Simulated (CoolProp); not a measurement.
Vapour-liquid equilibrium of propylene (1) + cyclohexane (2) at 324.7 K; x and y are mole fractions of (1).

Model: multi-fluid Helmholtz-energy mixture model, Lemmon 2013 and Zhou 2014; pair parameters Bell 2016, in CoolProp.

**Question.** Give the bubble pressure and the first vapour's composition at x = 0.35, 0.5, 0.725. Is there an azeotrope?

**Answer.** x = 0.35: 0.7652 MPa, y = 0.955; x = 0.5: 1.050 MPa, y = 0.970; x = 0.725: 1.478 MPa, y = 0.984. No azeotrope shows between x = 0.05 and 0.95.

Pair parameters are fitted to limited data, so mixtures are less certain than the pure fluids. The gap from Raoult's law changes sign with composition, which may be real or a fault of the pair parameters; it wasn't checked against measurements.
